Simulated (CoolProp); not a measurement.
The fluid at 252.45 K and 0.119 MPa expands adiabatically to 0.0647 MPa with isentropic efficiency 1. The same conditions are run with several fluids, on thermodynamics alone (safety and materials aside).

Model: reference Helmholtz-energy equation of state of each fluid (hydrogen chloride: Thol 2018; CF4 (R14): Platzer 1990; propane: Lemmon 2009; CH3F (R41): Lemmon 2006), in CoolProp. The equations of Platzer and Polt are older, rougher fits.

Task: Rank hydrogen chloride, CF4 (R14), propane, CH3F (R41) by work (kJ/kg), highest first.

Result: CH3F (R41) (34.4), hydrogen chloride (31.8), propane (27.1), CF4 (R14) (13.8)

| fluid | final temperature (K) | final density (kg/m³) |
|---|---|---|
| hydrogen chloride | 212.3 | 1.35 |
| CF4 (R14) | 229.3 | 3.00 |
| propane | 232.3 | 1.51 |
| CH3F (R41) | 218.4 | 1.23 |
